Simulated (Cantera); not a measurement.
Premixed flame

A freely propagating, adiabatic, planar premixed flame of CH4 : O2 : N2 = 1 : 2.25 : 8.45 (molar parts), equivalence ratio 0.89, unburnt at 625 K and 0.510 bar; mixture-averaged transport, grid criteria slope 0.08 and curve 0.16, no radiation.

Model: GRI-Mech 3.0 (53 species, 325 reactions), integrated in Cantera. Burning velocities carry a grid error of a few per cent, more on coarse grids.

```json
[
 {"z (mm)": "-1.77", "T (K)": "625", "u (m/s)": "1.57", "x CH4": "0.0854", "x O2": "0.192", "x CH2": "<1e-8", "x CO": "1.36e-6", "x C2H": "<1e-8", "x NO": "<1e-8"},
 {"z (mm)": "-1.18", "T (K)": "626", "u (m/s)": "1.58", "x CH4": "0.0852", "x O2": "0.192", "x CH2": "<1e-8", "x CO": "1.79e-5", "x C2H": "<1e-8", "x NO": "<1e-8"},
 {"z (mm)": "-0.887", "T (K)": "630", "u (m/s)": "1.59", "x CH4": "0.0848", "x O2": "0.191", "x CH2": "<1e-8", "x CO": "9.58e-5", "x C2H": "<1e-8", "x NO": "<1e-8"},
 {"z (mm)": "-0.592", "T (K)": "665", "u (m/s)": "1.69", "x CH4": "0.0821", "x O2": "0.188", "x CH2": "<1e-8", "x CO": "0.000954", "x C2H": "<1e-8", "x NO": "5.66e-8"},
 {"z (mm)": "-0.296", "T (K)": "968", "u (m/s)": "2.49", "x CH4": "0.0620", "x O2": "0.164", "x CH2": "5.41e-7", "x CO": "0.0114", "x C2H": "<1e-8", "x NO": "7.83e-7"},
 {"z (mm)": "-0.148", "T (K)": "1343", "u (m/s)": "3.49", "x CH4": "0.0352", "x O2": "0.127", "x CH2": "1.31e-5", "x CO": "0.0285", "x C2H": "<1e-8", "x NO": "2.17e-6"},
 {"z (mm)": "0", "T (K)": "1711", "u (m/s)": "4.48", "x CH4": "0.00911", "x O2": "0.0816", "x CH2": "5.35e-5", "x CO": "0.0468", "x C2H": "1.26e-7", "x NO": "4.96e-6"},
 {"z (mm)": "0.148", "T (K)": "1863", "u (m/s)": "4.89", "x CH4": "0.000834", "x O2": "0.0539", "x CH2": "1.46e-5", "x CO": "0.0474", "x C2H": "8.50e-8", "x NO": "8.55e-6"},
 {"z (mm)": "0.296", "T (K)": "1901", "u (m/s)": "4.98", "x CH4": "4.15e-5", "x O2": "0.0437", "x CH2": "8.91e-7", "x CO": "0.0396", "x C2H": "<1e-8", "x NO": "1.11e-5"},
 {"z (mm)": "0.592", "T (K)": "1940", "u (m/s)": "5.05", "x CH4": "1.20e-7", "x O2": "0.0380", "x CH2": "<1e-8", "x CO": "0.0295", "x C2H": "<1e-8", "x NO": "1.41e-5"},
 {"z (mm)": "1.18", "T (K)": "1993", "u (m/s)": "5.17", "x CH4": "<1e-8", "x O2": "0.0350", "x CH2": "<1e-8", "x CO": "0.0234", "x C2H": "<1e-8", "x NO": "1.87e-5"},
 {"z (mm)": "2.37", "T (K)": "2062", "u (m/s)": "5.32", "x CH4": "<1e-8", "x O2": "0.0328", "x CH2": "<1e-8", "x CO": "0.0205", "x C2H": "<1e-8", "x NO": "2.75e-5"},
 {"z (mm)": "4.73", "T (K)": "2139", "u (m/s)": "5.49", "x CH4": "<1e-8", "x O2": "0.0304", "x CH2": "<1e-8", "x CO": "0.0174", "x C2H": "<1e-8", "x NO": "4.49e-5"}
]
```
x: mole fraction of selected species; z is measured from the peak of heat release.

```
Quantity                    Result
------------------------  --------
laminar burning velocity  157 cm/s
thermal thickness         0.592 mm
peak x(CH2)                5.35e-5
peak x(CO)                  0.0494
peak x(C2H)                1.72e-7
grid points                    161
```
